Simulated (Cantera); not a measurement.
## Diamond growth

A diamond (100) surface in a fixed gas of H2 with x(CH4) = 0.003, x(H) = 0.0053, x(CH3) = 4.2e-05, at 1000 K; coverages are run to steady state.

Detailed kinetics in Cantera: the Harris–Goodwin 1993 mechanism for the reconstructed diamond (100) surface.

```json
[
 {"P (Pa)": "1400", "growth (µm/h)": "0.275", "θ c6HH": "0.594", "θ c6H*": "0.0182", "θ c6*H": "0.373", "θ c6**": "0.00962", "θ c6HM": "0.00380"},
 {"P (Pa)": "2300", "growth (µm/h)": "0.472", "θ c6HH": "0.594", "θ c6H*": "0.0182", "θ c6*H": "0.373", "θ c6**": "0.00962", "θ c6HM": "0.00398"},
 {"P (Pa)": "3700", "growth (µm/h)": "0.781", "θ c6HH": "0.594", "θ c6H*": "0.0182", "θ c6*H": "0.373", "θ c6**": "0.00962", "θ c6HM": "0.00409"},
 {"P (Pa)": "5900", "growth (µm/h)": "1.27", "θ c6HH": "0.594", "θ c6H*": "0.0183", "θ c6*H": "0.373", "θ c6**": "0.00962", "θ c6HM": "0.00416"},
 {"P (Pa)": "9600", "growth (µm/h)": "2.08", "θ c6HH": "0.594", "θ c6H*": "0.0183", "θ c6*H": "0.372", "θ c6**": "0.00963", "θ c6HM": "0.00421"},
 {"P (Pa)": "15000", "growth (µm/h)": "3.28", "θ c6HH": "0.594", "θ c6H*": "0.0184", "θ c6*H": "0.372", "θ c6**": "0.00964", "θ c6HM": "0.00424"},
 {"P (Pa)": "25000", "growth (µm/h)": "5.49", "θ c6HH": "0.594", "θ c6H*": "0.0185", "θ c6*H": "0.372", "θ c6**": "0.00965", "θ c6HM": "0.00426"},
 {"P (Pa)": "40000", "growth (µm/h)": "8.82", "θ c6HH": "0.594", "θ c6H*": "0.0186", "θ c6*H": "0.372", "θ c6**": "0.00968", "θ c6HM": "0.00428"}
]
```
θ: site fractions in the mechanism's names (c6HH fully hydrogenated, c6H* and c6*H radical sites, c6** diradical, c6HM methylated).
